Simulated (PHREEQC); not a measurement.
1.2 g of hydrous ferric oxide (600 m²/g; 0.2 weak and 0.005 strong sites per Fe, Dzombak-Morel constants, diffuse double layer) in 1 kg of water with 0.001 mol/kgw of an inert sodium salt and 0.031 mmol/kgw Na2SeO4, at 25 °C; the pH is set by adding NaOH or the inert anion's acid. Oxygen alone is held at its pressure in air (log pO2 = -0.68). No CO2 enters from the air. Precipitation was switched off in this run.

Base run: PHREEQC, ion-association model, wateq4f.dat. Each further column changes one thing. The table gives surface charge σ (C/m²).

```csv
pH,base,background salt from 0.001 to 0.0001 mol/kgw,oxide from 1.2 to 6 g/kgw,0.007 mol/kgw CaCl2 added
3,0.266,0.248,0.311,0.338
3.5,0.190,0.160,0.247,0.303
4.5,0.084,0.052,0.113,0.194
5,0.053,0.028,0.069,0.141
5.5,0.032,0.015,0.040,0.098
6.5,0.011,0.005,0.012,0.042
7,0.006,0.002,0.006,0.026
7.5,0.003,0.001,0.003,0.015
8.5,-0.002,-0.001,-0.002,0.007
9,-0.005,-0.002,-0.005,0.006
```

The oxide is taken as insoluble; below pH 4 it would dissolve.
